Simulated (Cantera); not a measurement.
Standard-state values (1 bar) from the NASA 1993 polynomials, evaluated with Cantera. Values are per mole of reaction as written; species without (g) are pure solids or liquids, kept so even where they would boil at 1 bar.

Between 1523 and 2423 K, where is each reaction favourable under standard conditions?
- V2O5 + 2 H(g) = 2 VO2(g) + H2O(g)


- V2O5 + 2 H(g) = 2 VO2(g) + H2O(g): ΔG° is -17 kJ at 1523 K and -162 kJ at 2423 K; it stays negative (K > 1). ΔH° is 196 kJ and ΔS° 148 J/K at 2423 K.
